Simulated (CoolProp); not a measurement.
C3F8 (R218) along the isotherm 328 K: Z from the reference equation and from simpler models built on Tc = 345.0 K, pc = 2.640 MPa, ω = 0.317; each cubic takes its own stable root.

Model: reference Helmholtz-energy equation of state, Lemmon 2006, in CoolProp. It is a short technical equation, of lower accuracy than the large ones.

| p (MPa) | phase | reference |
|---|---|---|
| 0.495 | gas | 0.9213 |
| 0.99 | gas | 0.8268 |
| 1.49 | gas | 0.7013 |
| 1.98 | liquid | 0.1231 |
| 2.48 | liquid | 0.1504 |
| 2.97 | liquid | 0.1768 |
| 3.47 | liquid | 0.2034 |
| 3.96 | liquid | 0.2291 |

**Question.** How far does each simpler model (van der Waals, Redlich-Kwong, Soave-Redlich-Kwong, Peng-Robinson) lie from the reference over these 8 states: mean and median of the absolute difference, and the worst?

**Answer.** 
- van der Waals: mean 78.9 %, median 47.9 %, worst +411.6 % at 328 K and 1.98 MPa
- Redlich-Kwong: mean 12.8 %, median 15.5 %, worst +27.4 % at 328 K and 1.98 MPa
- Soave-Redlich-Kwong: mean 9.2 %, median 11.9 %, worst +18.4 % at 328 K and 1.98 MPa
- Peng-Robinson: mean 1.8 %, median 1.5 %, worst +5.1 % at 328 K and 1.98 MPa

At some of these states van der Waals gives the other phase, because its saturation line lies elsewhere.
